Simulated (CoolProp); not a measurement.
A simple Rankine cycle with n-perfluoropentane: condensing at 311.15 K, boiler at 0.867 MPa, turbine inlet 418.4 K, turbine efficiency 0.6, pump efficiency 0.7, no recuperator. Each further row changes one setting.

Values from CoolProp's reference Helmholtz-energy equation of state, Gao 2022.

| case | thermal efficiency (%) | net work (kJ/kg) | heat in (kJ/kg) | turbine exit temperature (K) | volume ratio over the turbine |
|---|---|---|---|---|---|
| as stated | [?] | 11.2 | 179 | 399.4 | 7.01 |
| turbine inlet 438.4 K | 6.0 | [?] | 199 | 419.9 | 6.81 |
| condensing temperature 303.15 K | [?] | 13.0 | 187 | 397.1 | 9.30 |
| boiler pressure 0.607 MPa | [?] | 9.39 | [?] | 404.2 | 4.66 |
| turbine efficiency 0.5 | [?] | 9.19 | 179 | 401.5 | [?] |

Task: Some entries are withheld; supply them.

Result: 
- as stated, thermal efficiency (%): 6.3
- turbine inlet 438.4 K, net work (kJ/kg): 12.0
- condensing temperature 303.15 K, thermal efficiency (%): 6.9
- boiler pressure 0.607 MPa, thermal efficiency (%): 5.2
- boiler pressure 0.607 MPa, heat in (kJ/kg): 181
- turbine efficiency 0.5, thermal efficiency (%): 5.1
- turbine efficiency 0.5, volume ratio over the turbine: 7.05
